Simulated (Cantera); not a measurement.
Mixture: CH₄ : O₂ : N₂ = 1 : 1.82 : 5.45 (molar parts), at 1130 Torr, adiabatic and at constant volume. Ignition delay is the time to a rise of 400 K.

Model: GRI-Mech 3.0 (53 species, 325 reactions), integrated in Cantera.

**Question.** What does this change do: pressure from 1130 Torr to 7500 Torr?

**Answer.** 
| quantity | before | after |
|---|---|---|
| delay at 1125 K | 79.2 ms | 10.4 ms |
| delay at 1225 K | 18.6 ms | 2.86 ms |
| delay at 1325 K | 5.03 ms | 0.892 ms |
| delay at 1425 K | 1.55 ms | 0.309 ms |
| delay at 1525 K | 0.548 ms | 0.117 ms |
| delay at 1625 K | 0.224 ms | 48.2 µs |
| delay at 1725 K | 0.104 ms | 21.7 µs |
| apparent activation energy between 1525 and 1725 K | 180 kJ/mol | 180 kJ/mol |

**Question.** What does this change do: N2 5.45 to 8.8 parts?

**Answer.** 
```csv
quantity,before,after
delay at 1125 K,79.2 ms,0.122 s
delay at 1225 K,18.6 ms,28.9 ms
delay at 1325 K,5.03 ms,7.80 ms
delay at 1425 K,1.55 ms,2.37 ms
delay at 1525 K,0.548 ms,0.813 ms
delay at 1625 K,0.224 ms,0.321 ms
delay at 1725 K,0.104 ms,0.145 ms
apparent activation energy between 1525 and 1725 K,180 kJ/mol,190 kJ/mol
```
